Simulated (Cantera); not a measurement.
Cantera run, input and output.

```python
import numpy as np
import cantera as ct

gas = ct.Solution("gri30.yaml")
gas.TPX = 1700, 140000, {'CH4': 1, 'O2': 6.45, 'N2': 24.3, 'H2O': 2.1}
reactor = ct.IdealGasConstPressureReactor(gas, energy="on", clone=False)
net = ct.ReactorNet([reactor])
net.rtol, net.atol = 1e-08, 1e-16
show = ['CH4', 'O2', 'H2O', 'H', 'CO2']
times = np.geomspace(2e-06, 8, 10)

steps = ct.SolutionArray(gas, extra=["t"])
rows = []
print(f"{'t/s':>10s}{'T/K':>9s}{'P/Pa':>11s}" + "".join(f"{s:>11s}" for s in show))
for t in times:
    while net.time < t:
        t_next = net.step()
        steps.append(gas.state, t=t_next)
    rows.append([np.interp(t, steps.t, y) for y in (steps.T, steps.P, *steps(*show).X.T)])
    print(f"{t:10.3e}{rows[-1][0]:9.1f}{rows[-1][1]:11.4g}" + "".join(f"{x:11.3e}" for x in rows[-1][2:]))
rate = np.gradient(steps.T, steps.t)
print("integrator steps:", len(steps.t))
if steps.T.max() > steps.T[0] + 200:
    print(f"time of steepest temperature rise: {steps.t[rate.argmax()]:.4e} s")
gas.TPX = 1700, 140000, {'CH4': 1, 'O2': 6.45, 'N2': 24.3, 'H2O': 2.1}
gas.equilibrate("HP")
print(f"equilibrium (HP): T = {gas.T:.1f} K  " + "  ".join(f"{s} {gas[s].X[0]:.3e}" for s in show))
```

It prints:

```
       t/s      T/K       P/Pa        CH4         O2        H2O          H        CO2
 2.000e-06   1700.0    1.4e+05  2.954e-02  1.905e-01  6.204e-02  1.312e-07  3.191e-11
 1.083e-05   1699.9    1.4e+05  2.952e-02  1.905e-01  6.205e-02  1.833e-07  4.189e-09
 5.863e-05   1700.2    1.4e+05  2.909e-02  1.903e-01  6.229e-02  1.328e-06  1.587e-06
 3.175e-04   2241.1    1.4e+05  4.063e-20  1.288e-01  1.152e-01  4.878e-04  2.783e-02
 1.719e-03   2272.4    1.4e+05  8.531e-21  1.295e-01  1.173e-01  1.579e-04  2.880e-02
 9.308e-03   2271.1    1.4e+05  8.373e-21  1.292e-01  1.173e-01  1.563e-04  2.880e-02
 5.040e-02   2265.1    1.4e+05  7.673e-21  1.277e-01  1.174e-01  1.493e-04  2.882e-02
 2.729e-01   2253.8    1.4e+05  6.465e-21  1.249e-01  1.176e-01  1.367e-04  2.887e-02
 1.478e+00   2252.6    1.4e+05  6.341e-21  1.246e-01  1.176e-01  1.354e-04  2.887e-02
 8.000e+00   2252.6    1.4e+05  6.341e-21  1.246e-01  1.176e-01  1.354e-04  2.887e-02
integrator steps: 1617
time of steepest temperature rise: 1.4123e-04 s
equilibrium (HP): T = 2252.6 K  CH4 9.849e-21  O2 1.246e-01  H2O 1.176e-01  H 1.354e-04  CO2 2.887e-02
```

Cantera simulation using GRI-Mech 3.0 (53 species, 325 reactions); the numbers are that mechanism's predictions, not measurements.
